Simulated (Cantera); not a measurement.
What does this Cantera script print?

```python
import numpy as np
import cantera as ct

gas_names = """
    CL CLO CL2 Fe FeCL FeCL2 FeCL3 FeO Fe(OH)2 Fe2CL4 Fe2CL6 H HCL HOCL HO2 H2 H2O H2O2 O OH O2 O3
""".split()
cond_names = """
    Fe(a) Fe(c) Fe(d) Fe(L) FeCL2(s) FeCL2(L) FeCL3(s) FeCL3(L) FeO(s) FeO(L) Fe(OH)2(s) Fe(OH)3(s)
    Fe2O3(s) Fe3O4(s) H2O(s) H2O(L)
""".split()


# ... load() reads the species with a 1 bar reference pressure and builds the phases ...
atoms = {
    'Fe': {'Fe': 1},
    'H2O': {'H': 2, 'O': 1},
    'H2': {'H': 2},
    'Cl2': {'CL': 2},
}
top_T = {'Fe2O3(s)': 1830, 'Fe3O4(s)': 1870}  # K; cautious upper limits of use, not melting points


# ... equilibrate(T, P, feed) seeds the gas with the atoms and calls Mixture.equilibrate('TP', solver="vcs", rtol=1e-11, max_steps=5000) ...
results = []
feed = {'Fe': 1, 'H2O': 0.052, 'H2': 0.17, 'Cl2': 0.023}  # mol
T = 1225  # K
P = 390000  # Pa
mix = equilibrate(T, P, feed)
results.append((T, P, feed, dict(zip(mix.species_names, mix.species_moles))))
x = sorted(zip(gas.X, gas.species_names), reverse=True)
print(f"T = {T:g} K  P = {P:g} Pa  gas = {mix.phase_moles(0):.4g} mol")
print("   x: " + "  ".join(f"{s} {v:.3e}" for v, s in x if v > 1e-06))
print("   condensed (mol): " + ("  ".join(f"{mix.phase(i).name} {mix.phase_moles(i):.4g}"
      for i in range(1, mix.n_phases) if mix.phase_moles(i) > 1e-12) or "none"))
```

Result:

```
T = 1225 K  P = 390000 Pa  gas = 0.2449 mol
   x: H2 6.424e-01  H2O 1.863e-01  HCL 1.556e-01  FeCL2 1.521e-02  Fe2CL4 4.447e-04  FeCL3 6.290e-06
   condensed (mol): Fe(c) 0.9897  FeO(s) 0.006375
```

These are equilibrium values from Cantera (NASA tables, ideal gas, pure condensed phases), not measurements of a reactor. Mutual solubility and eutectic melting of coexisting phases are not modelled. The tables' stoichiometric FeO is somewhat more stable than real wüstite, so its field is too wide. FeO: taken at fixed stoichiometry.
